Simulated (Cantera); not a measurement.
# (CH3)2SiCl2 + C2H4 + H2 (silicon carbide growth)

A closed system holds: 1 mol (CH3)2SiCl2, 0.045 mol C2H4, 110 mol H2, at 0.100 bar.

Method: chemical equilibrium by Gibbs-energy minimisation in Cantera with the NASA 1993 tables (ideal gas, pure condensed phases). Candidate condensed phases: C, C6H6, C7H8, C8H18, Si, SiC; 109 gas species. The feed counts by its element totals alone. The tables' values for SiCl are old estimates; treat these amounts as uncertain. Gases not in the tables: Si2H6 and higher silanes. Equilibrium is a limit: real reactors are often held back by kinetics, nucleation or transport.

From 1075 K to 2275 K the condensed part is C(graphite) + SiC(s). At 2425 K the condensed part is C(graphite). At 2575 K nothing is condensed. The main Si-bearing gas is SiCl4 at 1075 K and Si at 2575 K.

| T (K) | log p H2 | log p H | log p HCl | log p C2H2 (acetylene) | log p Si | log p CH4 | log p Cl | log p SiC2 | n C(graphite) | n SiC(s) |
|---|---|---|---|---|---|---|---|---|---|---|
| 1075 | -1.01 | -8.34 | -2.75 | -9.13 | <-13 | -3.37 | -10.13 | <-13 | 0.601 | 0.999 |
| 1225 | -1.01 | -7.01 | -2.76 | -7.80 | <-13 | -3.90 | -8.82 | <-13 | 0.946 | 1.000 |
| 1375 | -1.01 | -5.97 | -2.76 | -6.76 | -11.76 | -4.32 | -7.80 | <-13 | 1.04 | 1.000 |
| 1525 | -1.01 | -5.13 | -2.76 | -5.93 | -9.82 | -4.66 | -6.97 | -12.49 | 1.06 | 0.999 |
| 1675 | -1.01 | -4.44 | -2.76 | -5.24 | -8.23 | -4.93 | -6.30 | -10.41 | 1.07 | 0.998 |
| 1825 | -1.01 | -3.86 | -2.76 | -4.68 | -6.91 | -5.17 | -5.73 | -8.69 | 1.04 | 0.997 |
| 1975 | -1.01 | -3.37 | -2.76 | -4.20 | -5.79 | -5.36 | -5.25 | -7.23 | 0.947 | 0.992 |
| 2125 | -1.01 | -2.95 | -2.77 | -3.79 | -4.83 | -5.53 | -4.83 | -5.98 | 0.741 | 0.968 |
| 2275 | -1.02 | -2.58 | -2.78 | -3.44 | -4.00 | -5.69 | -4.48 | -4.90 | 0.387 | 0.818 |
| 2425 | -1.04 | -2.27 | -2.80 | -3.15 | -3.28 | -5.85 | -4.17 | -3.96 | 0.0500 | 0 |
| 2575 | -1.06 | -1.99 | -2.82 | -3.14 | -3.22 | -6.12 | -3.90 | -3.96 | 0 | 0 |
log p: log10 of the partial pressure in bar; n: condensed amount in mol.
